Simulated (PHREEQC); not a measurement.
A column of 0.5 m (30 cells, dispersivity 0.018 m, 60 s a shift, diffusion coefficient 3e-10 m²/s) holds 0.00047 eq of the database's cation exchanger X per kg of pore water, first in equilibrium with 0.0092 mol CdCl2, 0.0009 mol MgCl2 and 1e-05 mol HCl per kg of water. It is flushed with 0.54 mmol/kgw CuCl2 and 0.01 mmol/kgw HCl, at 25 °C. Values are for the last cell. No CO2 enters from the air. Nothing may precipitate in this run.

Base run: PHREEQC, ion-association model, phreeqc.dat. Each further column changes one thing. The table gives Cu in solution (mol/kgw).

```tsv
pore volumes	base	exchange capacity from 0.00047 to 0.00023 eq/kgw	dispersivity from 0.018 to 0.036 m
0	0	0	0
0.3167	6.20e-10	8.31e-10	___
0.7167	5.38e-5	6.20e-5	0.000105
1.017	0.000223	0.000264	___
1.317	0.000301	0.000376	___
1.717	0.000344	0.000432	___
2.017	0.000412	___	0.000398
2.317	0.000472	___	0.000432
2.717	0.000516	___	0.000476
3.017	0.000530	0.000539	0.000501
```

**Question.** What belongs in the gaps?

**Answer.** 
- 0.3167, dispersivity from 0.018 to 0.036 m: 3.20e-7
- 1.017, dispersivity from 0.018 to 0.036 m: 0.000259
- 1.317, dispersivity from 0.018 to 0.036 m: 0.000342
- 1.717, dispersivity from 0.018 to 0.036 m: 0.000375
- 2.017, exchange capacity from 0.00047 to 0.00023 eq/kgw: 0.000482
- 2.317, exchange capacity from 0.00047 to 0.00023 eq/kgw: 0.000517
- 2.717, exchange capacity from 0.00047 to 0.00023 eq/kgw: 0.000535
